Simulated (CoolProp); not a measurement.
A single-stage vapour-compression cycle with R507A: evaporating at 280.15 K (dew point), condensing at 318.15 K (bubble point), superheat 0 K, subcooling 5 K, compressor efficiency 0.85, no pressure losses. Each further row changes one setting.

The numbers come from the reference Helmholtz-energy equation of state, Lemmon 2003 in CoolProp. It is a pseudo-pure fit of the blend.

| case | cooling COP | pressure ratio | discharge temperature (K) | refrigerating effect (kJ/kg) | volumetric capacity (kJ/m³) |
|---|---|---|---|---|---|
| as stated | 4.76 | 2.72 | 325.3 | 106 | 4250 |
| evaporating temperature 285.15 K | 5.75 | 2.35 | 324.4 | 108 | 5050 |
| condensing temperature 313.15 K | 5.79 | 2.42 | 319.3 | 114 | 4570 |
| subcooling 10 K | 5.14 | 2.72 | 325.3 | 114 | 4580 |
| superheat 10 K | 4.84 | 2.72 | 334.2 | 116 | 4360 |
| compressor efficiency 0.75 | 4.20 | 2.72 | 327.4 | 106 | 4250 |
